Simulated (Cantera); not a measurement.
A perfectly stirred reactor is fed with CH₂O : O₂ : N₂ = 0.0092 : 0.031 : 1 (molar parts), equivalence ratio 0.30, at 1430 Torr; it is held at 1423 K, and followed from long to short residence time.

Model: GRI-Mech 3.0 (53 species, 325 reactions), integrated in Cantera.

x: mole fraction; the columns are a selection and need not sum to one.

```
τ (s)       x CH₂O    x O₂    x CO₂  x C₂H₆       x HO₂        x NO
------  ----------  ------  -------  ------  ----------  ----------
13         1.12e-7  0.0210  0.00884  <1e-12     8.43e-8     1.47e-6
4.9        2.21e-7  0.0210  0.00883  <1e-12     1.62e-7     1.63e-6
1.8        4.40e-7  0.0210  0.00881  <1e-12     3.14e-7     1.81e-6
0.69    (withheld)  0.0210  0.00878  <1e-12  (withheld)     1.92e-6
0.26       1.59e-6  0.0210  0.00872  <1e-12     1.06e-6     1.85e-6
0.096   (withheld)  0.0210  0.00860  <1e-12  (withheld)  (withheld)
0.036      5.44e-6  0.0211  0.00838  <1e-12     3.14e-6     1.15e-6
0.013      9.86e-6  0.0213  0.00796  <1e-12     5.04e-6     7.97e-7
0.0050     1.71e-5  0.0216  0.00728  <1e-12     7.48e-6     5.66e-7
```

Q: Complete the blanks.

A: 
- 0.69, x CH₂O: 8.39e-7
- 0.69, x HO₂: 5.82e-7
- 0.096, x CH₂O: 2.99e-6
- 0.096, x HO₂: 1.88e-6
- 0.096, x NO: 1.55e-6
